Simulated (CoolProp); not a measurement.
50 sccm (0 °C, 1 atm) of nitrogen bubbles through liquid decamethylcyclopentasiloxane (D5) at 347.5 K and leaves saturated at a total pressure of 0.0131 MPa (ideal gas phase). Each further row changes one setting.

Model: reference Helmholtz-energy equation of state, Thol 2019, in CoolProp.

```tsv
case	vapour pressure (kPa)	mole fraction of vapour	delivery (mg/min)	delivery (sccm)	change of delivery for a bath 1 K warmer (%)
as stated	0.652	…	43.3	2.62	6.3
bath temperature 352.5 K	…	0.0661	58.5	…	6.1
total pressure 0.0262 MPa	0.652	0.0249	21.1	1.28	6.1
```

Some entries are withheld; supply them.


- as stated, mole fraction of vapour: 0.0498
- bath temperature 352.5 K, vapour pressure (kPa): 0.866
- bath temperature 352.5 K, delivery (sccm): 3.54
